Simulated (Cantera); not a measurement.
What does this Cantera script print?

```python
import numpy as np
import cantera as ct

gas = ct.Solution("gri30.yaml")
gas.TPX = 1048, 101325, {'N2O': 1, 'N2': 8.7}
reactor = ct.IdealGasConstPressureReactor(gas, energy="off", clone=False)
net = ct.ReactorNet([reactor])
net.rtol, net.atol = 1e-08, 1e-18
show = ['N2O', 'NO2', 'NO', 'O', 'N2', 'O2']
times = np.geomspace(0.0009, 30, 9)

steps = ct.SolutionArray(gas, extra=["t"])
rows = []
print(f"{'t/s':>10s}{'T/K':>9s}{'P/Pa':>11s}" + "".join(f"{s:>11s}" for s in show))
for t in times:
    while net.time < t:
        t_next = net.step()
        steps.append(gas.state, t=t_next)
    rows.append([np.interp(t, steps.t, y) for y in (steps.T, steps.P, *steps(*show).X.T)])
    print(f"{t:10.3e}{rows[-1][0]:9.1f}{rows[-1][1]:11.4g}" + "".join(f"{x:11.3e}" for x in rows[-1][2:]))
rate = np.gradient(steps.T, steps.t)
print("integrator steps:", len(steps.t))
if steps.T.max() > steps.T[0] + 200:
    print(f"time of steepest temperature rise: {steps.t[rate.argmax()]:.4e} s")
gas.TPX = 1048, 101325, {'N2O': 1, 'N2': 8.7}
gas.equilibrate("TP")
print(f"equilibrium (TP): T = {gas.T:.1f} K  " + "  ".join(f"{s} {gas[s].X[0]:.3e}" for s in show))
```

Result:

```
       t/s      T/K       P/Pa        N2O        NO2         NO          O         N2         O2
 9.000e-04   1048.0  1.013e+05  1.031e-01  3.249e-12  9.228e-08  1.117e-07  8.969e-01  8.340e-07
 3.308e-03   1048.0  1.013e+05  1.031e-01  5.217e-11  3.705e-07  1.117e-07  8.969e-01  3.349e-06
 1.216e-02   1048.0  1.013e+05  1.031e-01  7.349e-10  1.393e-06  1.117e-07  8.969e-01  1.259e-05
 4.470e-02   1048.0  1.013e+05  1.030e-01  9.322e-09  5.141e-06  1.117e-07  8.970e-01  4.654e-05
 1.643e-01   1048.0  1.013e+05  1.027e-01  1.024e-07  1.882e-05  1.115e-07  8.971e-01  1.710e-04
 6.040e-01   1048.0  1.013e+05  1.017e-01  7.608e-07  6.823e-05  1.107e-07  8.976e-01  6.245e-04
 2.220e+00   1048.0  1.013e+05  9.812e-02  3.457e-06  2.420e-04  1.075e-07  8.994e-01  2.238e-03
 8.161e+00   1048.0  1.013e+05  8.640e-02  1.202e-05  7.920e-04  9.720e-08  9.053e-01  7.528e-03
 3.000e+01   1048.0  1.013e+05  5.675e-02  3.142e-05  2.036e-03  7.028e-08  9.202e-01  2.099e-02
integrator steps: 629
equilibrium (TP): T = 1048.0 K  N2O 2.398e-09  NO2 5.236e-07  NO 2.762e-05  O 1.401e-10  N2 9.510e-01  O2 4.901e-02
```

Computed with Cantera and GRI-Mech 3.0 (53 species, 325 reactions). GRI-Mech 3.0 was tuned for natural gas; its chemistry of N2O as a main component is partial and can be far from experiment. The mechanism lacks the step 2 NO + O2 → 2 NO2, which can matter for NO2 below about 1400 K. The temperature is held fixed by assumption; the heat of reaction is taken as removed at once.
